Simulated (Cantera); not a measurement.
Stirred combustor or abatement burner

A perfectly stirred reactor is fed with CO : H2 : CH4 : O2 : N2 = 1 : 0.055 : 0.97 : 2.94 : 11 (molar parts), at 735 Torr; it is adiabatic with a 350 K inlet, and is followed from long to short residence time, starting on the burning branch (τ in s: 0.032, 0.013, 0.0052, 0.0021, 0.00083, 0.00033, 0.00013, 5.3e-05, 2.1e-05, 8.5e-06).

Detailed kinetics in Cantera: GRI-Mech 3.0 (53 species, 325 reactions).

```json
[
 {"τ (s)": "0.032", "T (K)": "2124", "x CO": "0.00649", "x H2": "0.00129", "x CH4": "6.85e-6", "x NO2": "1.99e-7", "x C2H4": "4.47e-10", "x CH2": "1.67e-7", "x CH2O": "1.16e-6"},
 {"τ (s)": "0.013", "T (K)": "2092", "x CO": "0.00940", "x H2": "0.00190", "x CH4": "1.29e-5", "x NO2": "1.01e-7", "x C2H4": "1.15e-9", "x CH2": "3.15e-7", "x CH2O": "2.17e-6"},
 {"τ (s)": "0.0052", "T (K)": "2044", "x CO": "0.0136", "x H2": "0.00285", "x CH4": "2.45e-5", "x NO2": "4.83e-8", "x C2H4": "2.69e-9", "x CH2": "5.47e-7", "x CH2O": "3.95e-6"},
 {"τ (s)": "0.0021", "T (K)": "1979", "x CO": "0.0188", "x H2": "0.00410", "x CH4": "4.73e-5", "x NO2": "2.39e-8", "x C2H4": "6.29e-9", "x CH2": "8.75e-7", "x CH2O": "7.12e-6"},
 {"τ (s)": "0.00083", "T (K)": "1896", "x CO": "0.0251", "x H2": "0.00559", "x CH4": "9.89e-5", "x NO2": "1.28e-8", "x C2H4": "1.70e-8", "x CH2": "1.35e-6", "x CH2O": "1.34e-5"},
 {"τ (s)": "0.00033", "T (K)": "1796", "x CO": "0.0329", "x H2": "0.00708", "x CH4": "0.000231", "x NO2": "7.25e-9", "x C2H4": "5.87e-8", "x CH2": "2.10e-6", "x CH2O": "2.74e-5"},
 {"τ (s)": "0.00013", "T (K)": "1665", "x CO": "0.0464", "x H2": "0.00830", "x CH4": "0.000713", "x NO2": "3.50e-9", "x C2H4": "3.66e-7", "x CH2": "3.75e-6", "x CH2O": "6.95e-5"},
 {"τ (s)": "5.3e-5", "T (K)": "350", "x CO": "0.0626", "x H2": "0.00345", "x CH4": "0.0608", "x NO2": "<1e-12", "x C2H4": "<1e-12", "x CH2": "<1e-12", "x CH2O": "<1e-12"},
 {"τ (s)": "2.1e-5", "T (K)": "350", "x CO": "0.0626", "x H2": "0.00345", "x CH4": "0.0608", "x NO2": "<1e-12", "x C2H4": "<1e-12", "x CH2": "<1e-12", "x CH2O": "<1e-12"},
 {"τ (s)": "8.5e-6", "T (K)": "350", "x CO": "0.0626", "x H2": "0.00345", "x CH4": "0.0608", "x NO2": "<1e-12", "x C2H4": "<1e-12", "x CH2": "<1e-12", "x CH2O": "<1e-12"}
]
```
x: mole fraction; the columns are a selection and need not sum to one.
